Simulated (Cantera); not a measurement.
## Equilibrium for carbothermic reduction: Fe2O3 + CH4 + N2

A closed system holds: 1 mol Fe2O3, a varied amount of CH4, 3.3 mol N2, held at 2523.15 K and 21.8 Torr.

Method: chemical equilibrium by Gibbs-energy minimisation in Cantera with the NASA 1993 tables (ideal gas, pure condensed phases). Candidate condensed phases: C, C6H6, C7H8, C8H18, Fe, Fe(CO)5, FeO, Fe(OH)2, Fe(OH)3, Fe2O3, Fe3O4, H2O; 140 gas species. The tables' stoichiometric FeO is somewhat more stable than real wüstite, so its field is too wide. FeO: taken at fixed stoichiometry. Kinetics and transport are ignored.

```csv
n(CH4) (mol),log p N2,log p H2,log p Fe,log p CO,log p H2O,log p H,log p FeO,log p CO2,log p O2,log p OH,log p O,n FeO(l)
0.51,-1.83,-3.11,-2.35,-2.85,-2.51,-3.11,-3.03,-3.05,-3.16,-3.18,-3.37,0.799
0.58,-1.86,-3.05,-2.32,-2.81,-2.48,-3.08,-3.03,-3.04,-3.23,-3.19,-3.40,0.643
0.66,-1.88,-2.99,-2.28,-2.77,-2.46,-3.05,-3.03,-3.03,-3.30,-3.19,-3.44,0.458
0.75,-1.91,-2.93,-2.25,-2.73,-2.44,-3.02,-3.03,-3.03,-3.36,-3.20,-3.47,0.242
0.85,-1.94,-2.88,-2.22,-2.69,-2.42,-3.00,-3.03,-3.03,-3.43,-3.21,-3.50,0
0.97,-1.96,-2.76,-2.22,-2.62,-2.41,-2.93,-3.14,-3.07,-3.66,-3.26,-3.62,0
1.1,-1.97,-2.64,-2.23,-2.55,-2.41,-2.87,-3.28,-3.13,-3.91,-3.32,-3.74,0
1.3,-2.00,-2.48,-2.24,-2.47,-2.45,-2.80,-3.48,-3.23,-4.28,-3.43,-3.93,0
1.4,-2.02,-2.42,-2.25,-2.44,-2.47,-2.77,-3.58,-3.29,-4.46,-3.49,-4.02,0
1.6,-2.04,-2.32,-2.27,-2.40,-2.53,-2.71,-3.76,-3.41,-4.79,-3.60,-4.18,0
1.9,-2.08,-2.21,-2.30,-2.34,-2.66,-2.66,-4.03,-3.59,-5.26,-3.78,-4.42,0
2.1,-2.10,-2.15,-2.33,-2.32,-2.76,-2.63,-4.21,-3.72,-5.57,-3.91,-4.58,0
2.4,-2.14,-2.08,-2.36,-2.28,-2.96,-2.60,-4.51,-3.96,-6.11,-4.15,-4.84,0
```
log p: log10 of the partial pressure in bar; n: condensed amount in mol.

From 0.51 mol CH4 to 0.75 mol CH4 the condensed part is FeO(l). From 0.85 mol CH4 to 2.4 mol CH4 nothing is condensed. The main Fe-bearing gas is Fe throughout.
